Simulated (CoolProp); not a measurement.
Vinyl chloride at several states: density (kg/m³) from the reference equation and from simpler models built on Tc = 425.0 K, pc = 56.00 bar, ω = 0.160; each cubic takes its own stable root.

Values from CoolProp's reference Helmholtz-energy equation of state, Thol 2022.

```json
[
 {"T (K)": "265.7", "p (bar)": "0.741", "phase": "gas", "reference": "2.138"},
 {"T (K)": "269.5", "p (bar)": "8.19", "phase": "liquid", "reference": "953.0"},
 {"T (K)": "416.5", "p (bar)": "47.3", "phase": "gas", "reference": "163.7"},
 {"T (K)": "396.7", "p (bar)": "20.5", "phase": "gas", "reference": "47.05"},
 {"T (K)": "150.1", "p (bar)": "6.36", "phase": "liquid", "reference": "1167"},
 {"T (K)": "365", "p (bar)": "2.84", "phase": "gas", "reference": "6.013"}
]
```

Task: How far does each simpler model (Soave-Redlich-Kwong, Peng-Robinson) lie from the reference over these 6 states: mean and median of the absolute difference, and the worst?

Result: 
- Soave-Redlich-Kwong: mean 3.6 %, median 1.8 %, worst -10.8 % at 150.1 K and 6.36 bar
- Peng-Robinson: mean 1.7 %, median 1.1 %, worst +5.6 % at 269.5 K and 8.19 bar
